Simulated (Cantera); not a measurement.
# Premixed flame

A freely propagating, adiabatic, planar premixed flame of 5.31 % CH₄, 2.34 % C₂H₆, 0.850 % C₃H₈, 19.2 % O₂, 72.3 % N₂, unburnt at 475 K and 0.415 atm; mixture-averaged transport, grid criteria slope 0.08 and curve 0.16, no radiation.

Cantera simulation using GRI-Mech 3.0 (53 species, 325 reactions); the numbers are that mechanism's predictions, not measurements. Burning velocities carry a grid error of a few per cent, more on coarse grids.

| z (mm) | T (K) | u (m/s) | x CH₄ | x C₂H₆ | x C₃H₈ | x CH₂CO | x H | x O |
|---|---|---|---|---|---|---|---|---|
| -2.11 | 475 | 1.01 | 0.0531 | 0.0233 | 0.00849 | <1e-8 | <1e-8 | <1e-8 |
| -1.41 | 477 | 1.02 | 0.0528 | 0.0233 | 0.00847 | 4.07e-8 | <1e-8 | <1e-8 |
| -1.06 | 484 | 1.04 | 0.0524 | 0.0232 | 0.00844 | 3.73e-7 | <1e-8 | <1e-8 |
| -0.704 | 547 | 1.18 | 0.0502 | 0.0226 | 0.00829 | 7.62e-6 | 8.36e-7 | 3.26e-8 |
| -0.352 | 977 | 2.18 | 0.0375 | 0.0167 | 0.00593 | 0.000195 | 0.000119 | 5.66e-6 |
| -0.176 | 1404 | 3.20 | 0.0229 | 0.00698 | 0.00185 | 0.000586 | 0.00104 | 9.73e-5 |
| 0 | 1782 | 4.13 | 0.00710 | 0.000461 | 4.35e-5 | 0.000516 | 0.00483 | 0.000715 |
| 0.176 | 1952 | 4.54 | 0.000878 | 2.90e-6 | 3.75e-8 | 9.67e-5 | 0.00968 | 0.00198 |
| 0.352 | 1995 | 4.63 | 5.93e-5 | <1e-8 | <1e-8 | 6.82e-6 | 0.0127 | 0.00283 |
| 0.704 | 2020 | 4.66 | 1.97e-7 | <1e-8 | <1e-8 | 1.85e-8 | 0.0142 | 0.00302 |
| 1.41 | 2046 | 4.71 | <1e-8 | <1e-8 | <1e-8 | <1e-8 | 0.0136 | 0.00271 |
| 2.81 | 2082 | 4.77 | <1e-8 | <1e-8 | <1e-8 | <1e-8 | 0.0118 | 0.00224 |
| 5.63 | 2128 | 4.87 | <1e-8 | <1e-8 | <1e-8 | <1e-8 | 0.00930 | 0.00164 |
x: mole fraction of selected species; z is measured from the peak of heat release.

```
Quantity                    Result
------------------------  --------
laminar burning velocity  101 cm/s
thermal thickness         0.704 mm
peak x(CH₂CO)             0.000680
peak x(H)                   0.0142
peak x(O)                  0.00305
grid points                    151
```
